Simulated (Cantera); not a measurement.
Mixture: 12.7 % CH4, 14.1 % O2, 73.3 % N2, equivalence ratio 1.8, at 5.00 bar, adiabatic and at constant pressure. Ignition delay is the time to a rise of 400 K.

Computed with Cantera and GRI-Mech 3.0 (53 species, 325 reactions).

Task: Predict: delay at 1200 K; delay at 1275 K; delay at 1350 K; delay at 1425 K; delay at 1500 K; apparent activation energy between 1350 and 1500 K.

Result: 
- delay at 1200 K: 18.6 ms
- delay at 1275 K: 7.35 ms
- delay at 1350 K: 3.06 ms
- delay at 1425 K: 1.33 ms
- delay at 1500 K: 0.599 ms
- apparent activation energy between 1350 and 1500 K: 180 kJ/mol
